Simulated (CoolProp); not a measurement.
Vapour-liquid equilibrium of benzene (1) + n-heptane (2) at 174.85 °C; x and y are mole fractions of (1).

Model: multi-fluid Helmholtz-energy mixture model, Thol 2012 and Span 2003; pair parameters Bell 2016, in CoolProp.

```json
[
 {"x": "0.05", "bubble pressure, mixture model (MPa)": "0.6438", "bubble pressure, Raoult's law (MPa)": "0.6367", "y, mixture model": "0.077", "y, Raoult's law": "0.074"},
 {"x": "0.125", "bubble pressure, mixture model (MPa)": "0.6781", "bubble pressure, Raoult's law (MPa)": "0.6604", "y, mixture model": "0.183", "y, Raoult's law": "0.177"},
 {"x": "0.2", "bubble pressure, mixture model (MPa)": "0.7118", "bubble pressure, Raoult's law (MPa)": "0.6841", "y, mixture model": "0.280", "y, Raoult's law": "0.274"},
 {"x": "0.275", "bubble pressure, mixture model (MPa)": "0.7442", "bubble pressure, Raoult's law (MPa)": "0.7079", "y, mixture model": "0.368", "y, Raoult's law": "0.364"},
 {"x": "0.35", "bubble pressure, mixture model (MPa)": "0.7747", "bubble pressure, Raoult's law (MPa)": "0.7316", "y, mixture model": "0.447", "y, Raoult's law": "0.448"},
 {"x": "0.425", "bubble pressure, mixture model (MPa)": "0.8032", "bubble pressure, Raoult's law (MPa)": "0.7553", "y, mixture model": "0.520", "y, Raoult's law": "0.527"},
 {"x": "0.5", "bubble pressure, mixture model (MPa)": "0.8293", "bubble pressure, Raoult's law (MPa)": "0.7790", "y, mixture model": "0.588", "y, Raoult's law": "0.602"},
 {"x": "0.575", "bubble pressure, mixture model (MPa)": "0.8530", "bubble pressure, Raoult's law (MPa)": "0.8028", "y, mixture model": "0.652", "y, Raoult's law": "0.671"},
 {"x": "0.65", "bubble pressure, mixture model (MPa)": "0.8742", "bubble pressure, Raoult's law (MPa)": "0.8265", "y, mixture model": "0.712", "y, Raoult's law": "0.737"},
 {"x": "0.725", "bubble pressure, mixture model (MPa)": "0.8929", "bubble pressure, Raoult's law (MPa)": "0.8502", "y, mixture model": "0.771", "y, Raoult's law": "0.799"},
 {"x": "0.8", "bubble pressure, mixture model (MPa)": "0.9090", "bubble pressure, Raoult's law (MPa)": "0.8740", "y, mixture model": "0.831", "y, Raoult's law": "0.858"},
 {"x": "0.875", "bubble pressure, mixture model (MPa)": "0.9222", "bubble pressure, Raoult's law (MPa)": "0.8977", "y, mixture model": "0.891", "y, Raoult's law": "0.914"},
 {"x": "0.95", "bubble pressure, mixture model (MPa)": "0.9324", "bubble pressure, Raoult's law (MPa)": "0.9214", "y, mixture model": "0.955", "y, Raoult's law": "0.966"}
]
```

The largest gap from Raoult's law is +6.5 % in bubble pressure, at x = 0.5. No azeotrope shows between x = 0.05 and 0.95.

Pair parameters are fitted to limited data, so mixtures are less certain than the pure fluids.
